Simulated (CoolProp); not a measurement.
Properties of propylene glycol along the isotherm 568 K (Tc = 674.0 K, pc = 7.292 MPa, ω = 0.327).

Model: reference Helmholtz-energy equation of state, Eisenbach 2021, in CoolProp.

```csv
p (MPa),phase,Z,cp (kJ/(kg K)),cv (kJ/(kg K)),speed of sound (m/s),Joule-Thomson coefficient (K/MPa),fugacity coefficient
2.43,liquid,0.05119,4.031,3.155,693.1,0.04878,0.4911
4.86,liquid,0.1016,3.995,3.148,717.6,0.02898,0.2584
7.29,liquid,0.1512,3.965,3.141,740.7,0.01204,0.1812
9.72,liquid,0.2002,3.938,3.136,762.4,-0.002661,0.1429
12.2,liquid,0.2496,3.913,3.131,783.4,-0.01582,0.1198
14.6,liquid,0.2970,3.892,3.127,802.8,-0.02711,0.1051
17,liquid,0.3438,3.873,3.123,821.3,-0.03722,0.09479
19.4,liquid,0.3902,3.855,3.119,839.1,-0.04634,0.08719
21.9,liquid,0.4382,3.839,3.116,856.9,-0.05495,0.08121
24.3,liquid,0.4838,3.824,3.113,873.3,-0.06249,0.07678
26.7,liquid,0.5291,3.810,3.110,889.2,-0.06940,0.07329
29.2,liquid,0.5760,3.797,3.108,905.2,-0.07603,0.07041
31.6,liquid,0.6207,3.785,3.106,920.0,-0.08190,0.06821
34,liquid,0.6650,3.774,3.103,934.5,-0.08735,0.06645
36.5,liquid,0.7110,3.763,3.102,949.1,-0.09264,0.06499
```
